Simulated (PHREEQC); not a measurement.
PHREEQC input (ion-association model, phreeqc.dat):

```
SOLUTION_MASTER_SPECIES
  Amm  AmmH+  0  AmmH  17.031  # ammonia with no redox link, constants of NH4+
SOLUTION_SPECIES
  AmmH+ = AmmH+
    -log_k 0
    -gamma 2.5 0
    -dw 1.98e-9
  AmmH+ = Amm + H+
    -log_k -9.252
    -delta_h 12.48 kcal
    -analytic 0.6322 -0.001225 -2835.76
    -dw 2.28e-9
  AmmH+ + SO4-2 = AmmHSO4-
    -log_k 1.11
PHASES
  Amm(g)
    Amm = Amm
    -log_k 1.7966
    -analytic -18.758 3.3670e-4 2.5113e3 4.8619 39.192
    -T_c 405.6
    -P_c 111.3
    -Omega 0.25
EXCHANGE_SPECIES
  AmmH+ + X- = AmmHX
    -log_k 0.6
    -gamma 2.5 0
    -delta_h -2.4
SOLUTION 1
  temp 25
  units mmol/kgw
  pH 7 charge
  F 50.348
  Amm 25.116
  Si 0.058
SOLUTION 2
  temp 25
  units mmol/kgw
  pH 7 charge
  P 10
  Na 1.9
  Si 0.00042
END
SELECTED_OUTPUT 1
  -reset false
  -pH true
  -pe true
  -ionic_strength true
  -water true
  -totals Amm F Na P Si
  -molalities H+ Na+ H4SiO4 PO4-3 F- OH- O2 HPO4-2 H2PO4- H3PO4
    HF HF2- NaOH NaHPO4- NaF H3SiO4- H2SiO4-2 SiF6-2 AmmH+ Amm
  -equilibrium_phases SiO2(a)
PRINT
  -reset false
MIX 1
  1 1
  2 0
EQUILIBRIUM_PHASES 1
  SiO2(a) 0 0
  O2(g) -0.68 10
END
# ... the last block is repeated for the other 10 points of share of solution B
```

Selected output (columns that matter, 11 of 11 rows; share of solution B added in front):

```
share of solution B	pH	mu	Amm	F	Na	P	Si	m_H+	m_Na+	m_F-	m_OH-	m_H2PO4-	m_H3PO4	m_HF
0	3.1355	0.026006	0.025116	0.050348	0	0	5.8e-05	0.00083214	0	0.023809	1.6203e-11	0	0	0.022145
0.1	3.1132	0.023718	0.022604	0.045313	0.00019	0.001	5.2242e-05	0.00087252	0.00018832	0.020984	1.5299e-11	0.00091073	8.9152e-05	0.020683
0.2	3.0863	0.021441	0.020093	0.040278	0.00038	0.002	4.6484e-05	0.00092428	0.00037706	0.018155	1.429e-11	0.0018101	0.00018966	0.01917
0.3	3.0533	0.019181	0.017581	0.035244	0.00057	0.003	4.0726e-05	0.00099271	0.00056622	0.01533	1.3154e-11	0.0026933	0.00030645	0.017595
0.4	3.0118	0.016947	0.01507	0.030209	0.00076	0.004	3.4968e-05	0.0010867	0.00075582	0.012523	1.187e-11	0.0035519	0.00044772	0.015939
0.5	2.9585	0.014755	0.012558	0.025174	0.00095	0.005	2.921e-05	0.0012221	0.00094585	0.009764	1.0417e-11	0.0043719	0.00062771	0.014169
0.6	2.8882	0.012635	0.010046	0.020139	0.00114	0.006	2.3452e-05	0.0014285	0.0011363	0.007103	8.7881e-12	0.0051273	0.00087231	0.012225
0.7	2.7943	0.010642	0.0075348	0.015104	0.00133	0.007	1.7694e-05	0.001762	0.0013271	0.0046389	7.0202e-12	0.0057711	0.0012286	0.01
0.8	2.672	0.0088741	0.0050232	0.01007	0.00152	0.008	1.1936e-05	0.0023205	0.0015182	0.0025379	5.2529e-12	0.0062283	0.0017714	0.0073157
0.9	2.5273	0.0074463	0.0025116	0.0050348	0.00171	0.009	6.178e-06	0.0032192	0.0017092	0.00098278	3.7363e-12	0.0064297	0.0025702	0.0039845
1	2.3803	0.0063941	0	0	0.0019	0.01	4.2e-07	0.004494	0.0019	0	2.6475e-12	0.0063937	0.0036061	0
```

Complexes and solids missing from the database can't appear. SiF6-2 is the database's only silicon fluoride.
